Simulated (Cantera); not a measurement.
A perfectly stirred reactor is fed with 12.3 % CH4, 87.7 % N2, at 57.0 Torr; it is held at 1600 K, and followed from long to short residence time.

Model: GRI-Mech 3.0 (53 species, 325 reactions), integrated in Cantera. GRI-Mech 3.0 stops at C3 and has no aromatics, soot or wall deposition, so with more carbon than oxygen in the feed, carbon stays in small species such as C2H2 where larger ones or solid carbon would form.

x: mole fraction; the columns are a selection and need not sum to one.

```csv
τ (s),x CH4,x C2H2,x C2H4,x CH3,x C2H
1.7,0.0372,0.0379,0.000342,0.000258,4.41e-8
0.74,0.0536,0.0302,0.000665,0.000354,3.39e-8
0.32,0.0722,0.0214,0.00123,0.000465,2.39e-8
0.14,?,?,?,?,?
0.059,?,?,?,?,?
0.025,0.117,0.00109,0.00159,0.000592,1.49e-9
0.011,0.122,9.15e-5,0.000408,0.000390,1.60e-10
0.0046,0.123,3.43e-6,4.63e-5,0.000192,1.05e-11
```

What belongs in the gaps?


- 0.14, x CH4: 0.0898
- 0.14, x C2H2: 0.0127
- 0.14, x C2H4: 0.00198
- 0.14, x CH3: 0.000572
- 0.14, x C2H: 1.47e-8
- 0.059, x CH4: 0.105
- 0.059, x C2H2: 0.00528
- 0.059, x C2H4: 0.00244
- 0.059, x CH3: 0.000645
- 0.059, x C2H: 6.52e-9
